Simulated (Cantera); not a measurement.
Input (Python, Cantera) and output of one run.

```python
import numpy as np
import cantera as ct

gas_names = """
    CL CL2 H HCL H2 Si SiCL SiCL2 SiCL3 SiCL4 SiH SiHCL3 SiH2 SiH2CL2 SiH3 SiH3CL SiH4 Si2 Si3
""".split()
cond_names = """
    Si(cr) Si(L)
""".split()


# ... load() reads the species with a 1 bar reference pressure and builds the phases ...
atoms = {
    'Si': {'Si': 1},
    'HCl': {'H': 1, 'CL': 1},
    'H2': {'H': 2},
}
top_T = {}  # K; cautious upper limits of use, not melting points


# ... equilibrate(T, P, feed) seeds the gas with the atoms and calls Mixture.equilibrate('TP', solver="vcs", rtol=1e-11, max_steps=5000) ...
results = []
T = 775  # K
P = 10000  # Pa
for m in [0.72, 0.85, 1, 1.2, 1.4, 1.7, 2, 2.4, 2.8, 3.4, 4, 4.7]:
    feed = {'Si': 1, 'HCl': m, 'H2': 2.6}  # mol
    mix = equilibrate(T, P, feed)
    results.append((T, P, feed, dict(zip(mix.species_names, mix.species_moles))))
    x = sorted(zip(gas.X, gas.species_names), reverse=True)
    print(f"T = {T:g} K  P = {P:g} Pa  n(HCl) = {m:g} mol  gas = {mix.phase_moles(0):.4g} mol")
    print("   x: " + "  ".join(f"{s} {v:.3e}" for v, s in x if v > 1e-05))
    print("   condensed (mol): " + ("  ".join(f"{mix.phase(i).name} {mix.phase_moles(i):.4g}"
          for i in range(1, mix.n_phases) if mix.phase_moles(i) > 1e-12) or "none"))
```

Result:

```
T = 775 K  P = 10000 Pa  n(HCl) = 0.72 mol  gas = 3.126 mol
   x: H2 9.364e-01  SiCL4 4.308e-02  SiHCL3 1.843e-02  HCL 1.416e-03  SiH2CL2 6.082e-04  SiCL3 2.478e-05
   condensed (mol): Si(cr) 0.8057
T = 775 K  P = 10000 Pa  n(HCl) = 0.85 mol  gas = 3.221 mol
   x: H2 9.275e-01  SiCL4 4.990e-02  SiHCL3 2.048e-02  HCL 1.462e-03  SiH2CL2 6.483e-04  SiCL3 2.766e-05
   condensed (mol): Si(cr) 0.7711
T = 775 K  P = 10000 Pa  n(HCl) = 1 mol  gas = 3.331 mol
   x: H2 9.178e-01  SiCL4 5.734e-02  SiHCL3 2.261e-02  HCL 1.506e-03  SiH2CL2 6.877e-04  SiCL3 3.070e-05
   condensed (mol): Si(cr) 0.7312
T = 775 K  P = 10000 Pa  n(HCl) = 1.2 mol  gas = 3.478 mol
   x: H2 9.059e-01  SiCL4 6.661e-02  SiHCL3 2.514e-02  HCL 1.553e-03  SiH2CL2 7.317e-04  SiCL3 3.436e-05
   condensed (mol): Si(cr) 0.6782
T = 775 K  P = 10000 Pa  n(HCl) = 1.4 mol  gas = 3.625 mol
   x: H2 8.950e-01  SiCL4 7.521e-02  SiHCL3 2.737e-02  HCL 1.592e-03  SiH2CL2 7.681e-04  SiCL3 3.763e-05
   condensed (mol): Si(cr) 0.6252
T = 775 K  P = 10000 Pa  n(HCl) = 1.7 mol  gas = 3.846 mol
   x: H2 8.803e-01  SiCL4 8.696e-02  SiHCL3 3.026e-02  HCL 1.637e-03  SiH2CL2 8.123e-04  SiCL3 4.196e-05
   condensed (mol): Si(cr) 0.5459
T = 775 K  P = 10000 Pa  n(HCl) = 2 mol  gas = 4.067 mol
   x: H2 8.672e-01  SiCL4 9.752e-02  SiHCL3 3.273e-02  HCL 1.672e-03  SiH2CL2 8.474e-04  SiCL3 4.573e-05
   condensed (mol): Si(cr) 0.4666
T = 775 K  P = 10000 Pa  n(HCl) = 2.4 mol  gas = 4.361 mol
   x: H2 8.518e-01  SiCL4 1.100e-01  SiHCL3 3.552e-02  HCL 1.708e-03  SiH2CL2 8.842e-04  SiCL3 5.006e-05
   condensed (mol): Si(cr) 0.3611
T = 775 K  P = 10000 Pa  n(HCl) = 2.8 mol  gas = 4.656 mol
   x: H2 8.384e-01  SiCL4 1.210e-01  SiHCL3 3.785e-02  HCL 1.735e-03  SiH2CL2 9.127e-04  SiCL3 5.377e-05
   condensed (mol): Si(cr) 0.2558
T = 775 K  P = 10000 Pa  n(HCl) = 3.4 mol  gas = 5.098 mol
   x: H2 8.213e-01  SiCL4 1.352e-01  SiHCL3 4.071e-02  HCL 1.765e-03  SiH2CL2 9.451e-04  SiCL3 5.844e-05
   condensed (mol): Si(cr) 0.09786
T = 775 K  P = 10000 Pa  n(HCl) = 4 mol  gas = 5.6 mol
   x: H2 8.120e-01  SiCL4 1.691e-01  HCL 9.474e-03  SiHCL3 9.380e-03  SiH2CL2 4.012e-05  SiCL3 1.354e-05
   condensed (mol): none
T = 775 K  P = 10000 Pa  n(HCl) = 4.7 mol  gas = 6.3 mol
   x: H2 7.295e-01  SiCL4 1.581e-01  HCL 1.118e-01  SiHCL3 6.675e-04
   condensed (mol): none
```

Equilibrium computed with Cantera from the NASA thermochemical tables; the gas is ideal and each condensed phase is pure. The tables' values for SiCl3 are old estimates; treat these amounts as uncertain.
